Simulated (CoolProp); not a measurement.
Isobutane along the isobar 12000 kPa: fugacity coefficient from the reference equation and from simpler models built on Tc = 134.7 °C, pc = 3629 kPa, ω = 0.184; each cubic takes its own stable root.

The numbers come from the reference Helmholtz-energy equation of state, Bücker 2006 in CoolProp.

```csv
T (°C),phase,reference
-22.75,liquid,0.008986
-11.05,liquid,0.01412
0.75,liquid,0.02124
12.55,liquid,0.03061
24.35,liquid,0.04254
36.05,liquid,0.05710
47.85,liquid,0.07468
59.65,liquid,0.09525
```

**Question.** How far does each simpler model (van der Waals, Redlich-Kwong, Soave-Redlich-Kwong, Peng-Robinson) lie from the reference over these 8 states: mean and median of the absolute difference, and the worst?

**Answer.** 
- van der Waals: mean 277.8 %, median 230.8 %, worst +593.5 % at -22.75 °C and 12000 kPa
- Redlich-Kwong: mean 35.6 %, median 34.8 %, worst +51.6 % at -22.75 °C and 12000 kPa
- Soave-Redlich-Kwong: mean 3.8 %, median 3.9 %, worst +4.9 % at 59.65 °C and 12000 kPa
- Peng-Robinson: mean 2.8 %, median 2.8 %, worst -3.0 % at 24.35 °C and 12000 kPa
